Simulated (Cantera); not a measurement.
Feed: 1 mol Si3N4, 0.29 mol CO2, 110 mol H2, at 1625 K and 10.0 mbar.

Cantera equilibrium calculation (NASA polynomials, part measured and part estimated; ideal gas, pure solids and liquids). Candidate condensed phases: C, C6H6, C7H8, C8H18, H2O, Si, SiC, SiO2, Si2N2O, Si3N4; 151 gas species. Mutual solubility and eutectic melting of coexisting phases are not modelled. Kinetics and transport are ignored.

**Question.** What is the equilibrium state?

**Answer.** 
| Quantity | Result |
|---|---|
| x(H2) | 0.979 |
| x(N2) | 0.0167 |
| x(SiO) | 0.00389 |
| x(H) | 0.000698 |
| x(CO) | 0.000161 |
| x(Si) | 1.63e-5 |
| x(SiH2) | 6.47e-6 |
| x(HCN) | 3.48e-6 |
| x(SiH) | 3.21e-6 |
| n(Si(s)) | 2.04 mol |
| n(SiC(s)) | 0.272 mol |
| n(Si2N2O(s)) | 0.124 mol |
| gas amount | 112.4 mol |
| log10 activity of C(graphite) (absent) | -1.94 |
